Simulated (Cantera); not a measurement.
## Adiabatic ignition

An adiabatic, constant-volume homogeneous reactor starts with 20.1 % H2, 16.2 % O2, 60.8 % N2, 3.01 % H2O, equivalence ratio 0.62, at 1350 K and 0.987 atm.

Cantera simulation using GRI-Mech 3.0 (53 species, 325 reactions); the numbers are that mechanism's predictions, not measurements.

```
t (s)     T (K)  P (bar)    x H2    x O2   x H2O     x N2O      x H      x NO
--------  -----  -------  ------  ------  ------  --------  -------  --------
4.00e-6    1350     1.00   0.201   0.162  0.0301    <1e-12  3.63e-7    <1e-12
9.30e-6    1350     1.00   0.201   0.162  0.0301  2.63e-12  1.13e-5    <1e-12
2.16e-5    1425     1.05   0.148   0.138  0.0683   7.54e-9   0.0260   1.08e-7
5.03e-5    2461     1.70  0.0204  0.0643   0.203   3.52e-7   0.0155   9.31e-5
0.000117   2724     1.85  0.0112  0.0628   0.224   9.10e-7  0.00512  0.000638
0.000272   2728     1.85  0.0109  0.0622   0.225   9.36e-7  0.00490   0.00202
0.000632   2725     1.85  0.0109  0.0609   0.225   9.43e-7  0.00482   0.00488
0.00147    2718     1.85  0.0109  0.0588   0.226   9.79e-7  0.00471   0.00964
0.00342    2712     1.84  0.0108  0.0569   0.226   1.04e-6  0.00460    0.0141
0.00795    2711     1.84  0.0108  0.0563   0.226   1.06e-6  0.00457    0.0153
0.0185     2711     1.84  0.0108  0.0563   0.226   1.06e-6  0.00456    0.0153
0.0430     2711     1.84  0.0108  0.0563   0.226   1.06e-6  0.00456    0.0153
0.100      2711     1.84  0.0108  0.0563   0.226   1.06e-6  0.00456    0.0153
```
x: mole fraction; the columns are a selection and need not sum to one.

The time of steepest temperature rise is 23.8 µs. The temperature at 0.100 s is 2711 K. The equilibrium temperature comes out as 2711 K and the x(H2) at 0.100 s is 0.0108 (gas-phase equilibrium 0.0108). The x(O2) at 0.100 s is 0.0563 (gas-phase equilibrium 0.0563) and the x(H2O) at 0.100 s comes out as 0.226 (gas-phase equilibrium 0.226).
